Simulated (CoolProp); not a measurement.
Properties of cyclohexane along the isobar 4810 kPa.

Values from CoolProp's reference Helmholtz-energy equation of state, Zhou 2014.

| T (K) | phase | density (kg/m³) | cp (kJ/(kg K)) | cv (kJ/(kg K)) | Joule-Thomson coefficient (K/MPa) | fugacity coefficient |
|---|---|---|---|---|---|---|
| 420.8 | liquid | 656.7 | 2.458 | 1.916 | -0.1811 | 0.1148 |
| 437.4 | liquid | 637.9 | [?] | 1.995 | -0.1241 | 0.1531 |
| 454 | liquid | 618.0 | 2.655 | 2.073 | -0.05353 | 0.1983 |
| 470.6 | liquid | 596.6 | 2.765 | 2.150 | 0.03814 | 0.2502 |
| 487.2 | liquid | [?] | 2.888 | 2.227 | 0.1640 | 0.3083 |
| 503.8 | liquid | 546.5 | 3.032 | 2.303 | 0.3502 | 0.3718 |
| 520.4 | liquid | 515.4 | 3.220 | 2.380 | 0.6574 | 0.4396 |
| 537 | liquid | 476.0 | 3.520 | 2.462 | 1.271 | 0.5098 |
| 553.6 | liquid | 415.8 | 4.356 | 2.561 | 3.170 | 0.5798 |
| 570.2 | supercritical | 234.7 | 7.854 | 2.703 | 14.36 | 0.6410 |
| 586.8 | supercritical | 156.8 | 4.009 | 2.697 | [?] | 0.6806 |
| 603.4 | supercritical | 132.4 | 3.469 | 2.720 | 8.313 | 0.7113 |
| 620 | supercritical | 118.3 | 3.291 | 2.756 | 6.761 | 0.7372 |

Question: What belongs in the gaps?

Answer: 
- 437.4, cp (kJ/(kg K)): 2.553
- 487.2, density (kg/m³): 573.0
- 586.8, Joule-Thomson coefficient (K/MPa): 10.91

The peak of cp marks the crossing from liquid-like to gas-like fluid above the critical point.
